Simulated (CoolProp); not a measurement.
Vapour-liquid equilibrium of dimethyl ether (1) + R134a (2) at 203.3 K; x and y are mole fractions of (1).

Model: multi-fluid Helmholtz-energy mixture model, Wu 2011 and Tillner-Roth 1994; pair parameters Bell 2016, in CoolProp.

**Question.** Give the bubble pressure and the first vapour's composition at x = 0.15, 0.25, 0.85. Is there an azeotrope?

**Answer.** x = 0.15: 0.007761 MPa, y = 0.121; x = 0.25: 0.007587 MPa, y = 0.216; x = 0.85: 0.007970 MPa, y = 0.894. y crosses x between x = 0.45 and 0.55: the model has an azeotrope there.

Pair parameters are fitted to limited data, so mixtures are less certain than the pure fluids.
